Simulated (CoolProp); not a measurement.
n-dodecane along the isobar 3860 kPa: density (kg/m³) from the reference equation and from simpler models built on Tc = 658.1 K, pc = 1818 kPa, ω = 0.574; each cubic takes its own stable root.

Computed with CoolProp (reference Helmholtz-energy equation of state, Lemmon 2004). It is a short technical equation, of lower accuracy than the large ones.

| T (K) | phase | reference |
|---|---|---|
| 333.2 | liquid | 723.2 |
| 338.4 | liquid | 719.4 |
| 343.7 | liquid | 715.6 |
| 348.9 | liquid | 711.8 |
| 354.2 | liquid | 708.0 |
| 359.4 | liquid | 704.3 |
| 364.6 | liquid | 700.5 |
| 369.9 | liquid | 696.6 |
| 375.1 | liquid | 692.8 |
| 380.4 | liquid | 689.0 |
| 385.6 | liquid | 685.1 |
| 390.8 | liquid | 681.3 |

Q: How far does each simpler model (van der Waals, Soave-Redlich-Kwong, Peng-Robinson) lie from the reference over these 12 states: mean and median of the absolute difference, and the worst?

A: 
- van der Waals: mean 47.0 %, median 47.0 %, worst -47.5 % at 333.2 K and 3860 kPa
- Soave-Redlich-Kwong: mean 18.8 %, median 18.8 %, worst -19.5 % at 333.2 K and 3860 kPa
- Peng-Robinson: mean 8.8 %, median 8.8 %, worst -9.8 % at 333.2 K and 3860 kPa
